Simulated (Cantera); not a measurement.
Diamond growth

A diamond (100) surface in a fixed gas of H2 with x(CH4) = 0.03, x(CH3) = 0.00031, at 900 K, 0.150 bar; coverages are run to steady state.

Model: the Harris–Goodwin 1993 mechanism for the reconstructed diamond (100) surface, integrated in Cantera.

```
x(H)     growth (µm/h)  θ c6HH   θ c6H*  θ c6*H    θ c6**   θ c6HM
-------  -------------  ------  -------  ------  --------  -------
0.0001            3.19   0.203  0.00281  0.0786  0.000571    0.575
0.00024           5.82   0.321  0.00466   0.131   0.00136    0.437
0.00059           9.03   0.458  0.00682   0.191   0.00243    0.275
0.0014            11.6   0.565  0.00852   0.238   0.00333    0.149
0.0035            13.3   0.634  0.00965   0.268   0.00392   0.0680
0.0085            14.0   0.667   0.0103   0.282   0.00422   0.0296
0.021             14.4   0.681   0.0109   0.288   0.00438   0.0123
0.051             14.6   0.687   0.0118   0.290   0.00451  0.00514
0.12              14.9   0.690   0.0137   0.289   0.00471  0.00222
```
θ: site fractions in the mechanism's names (c6HH fully hydrogenated, c6H* and c6*H radical sites, c6** diradical, c6HM methylated).
